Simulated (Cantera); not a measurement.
# Boron, boron nitride and boron oxide: B2H6 + N2 + H2

Charge: 1 mol B2H6, 13 mol N2, 8 mol H2.

Cantera equilibrium calculation (NASA polynomials, part measured and part estimated; ideal gas, pure solids and liquids). Candidate condensed phases: B, BN; 15 gas species. The feed counts by its element totals alone. N2 is the only nitrogen source here; it is nearly inert below about 1500 K, so the nitride shown seldom forms there in practice. Equilibrium is a limit: real reactors are often held back by kinetics, nucleation or transport.

**Question.** Map the stable condensed phases over T = 1198, 1298, 1398, 1498, 1598, 1698, 1798, 1898, 1998, 2098 K and P in Pa = 10, 25, 63, 160, 400, 1000, 2500, 6300, 16000, 40000, 100000.

**Answer.** 
```
T in K \ P in Pa
             10     25     63    160    400   1000   2500   6300  16000  40000 100000
   2098       A      A      A      B      B      B      B      B      B      B      B
   1998       A      B      B      B      B      B      B      B      B      B      B
   1898       B      B      B      B      B      B      B      B      B      B      B
   1798       B      B      B      B      B      B      B      B      B      B      B
   1698       B      B      B      B      B      B      B      B      B      B      B
   1598       B      B      B      B      B      B      B      B      B      B      B
   1498       B      B      B      B      B      B      B      B      B      B      B
   1398       B      B      B      B      B      B      B      B      B      B      B
   1298       B      B      B      B      B      B      B      B      B      B      B
   1198       B      B      B      B      B      B      B      B      B      B      B
```
A: B; B: BN.
